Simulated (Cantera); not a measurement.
A closed system holds: 1 mol Ti(OiPr)4, 0.24 mol C3H8, equilibrated at 1323.15 K and 6300 Pa.

Cantera equilibrium calculation (NASA polynomials, part measured and part estimated; ideal gas, pure solids and liquids). Candidate condensed phases: C, C6H6, C7H8, C8H18, H2O, Ti, TiC, TiO, TiO2, Ti2O3, Ti3O5, Ti4O7; 113 gas species. The feed counts by its element totals alone. TiC: taken at fixed stoichiometry. Equilibrium is a limit: real reactors are often held back by kinetics, nucleation or transport.

Base state: H2 0.789, CO 0.211, CH4 0.000266, H2O 7.67e-5, CO2 1.11e-5 (mole fractions); condensed: C(graphite) + TiC(s).

What changes in the equilibrium state with this change: temperature from 1323.15 K to 1025 K?


```tsv
species	before	after
H2	0.789	0.878
CO	0.211	0.116
CH4	0.000266	0.00357
CO2	1.11e-5	0.000293
H2O	7.67e-5	0.00171
C(graphite), mol	7.72	10.7
TiC(s), mol	1.00	0
TiO2(rutile), mol	0	1.00
```
